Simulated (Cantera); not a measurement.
**Ignition delay**

Mixture: 4.03 % CH4, 20.2 % O2, 75.8 % N2, at 1.70 bar, adiabatic and at constant volume. Ignition delay is the time to a rise of 400 K.

Detailed kinetics in Cantera: GRI-Mech 3.0 (53 species, 325 reactions).

```json
[
 {"T0 (K)": "1025", "delay (ms)": "257"},
 {"T0 (K)": "1075", "delay (ms)": "113"},
 {"T0 (K)": "1125", "delay (ms)": "51.8"},
 {"T0 (K)": "1175", "delay (ms)": "24.9"},
 {"T0 (K)": "1225", "delay (ms)": "12.4"},
 {"T0 (K)": "1275", "delay (ms)": "6.43"},
 {"T0 (K)": "1325", "delay (ms)": "3.47"},
 {"T0 (K)": "1375", "delay (ms)": "1.95"}
]
```

apparent activation energy between 1275 and 1375 K: 170 kJ/mol
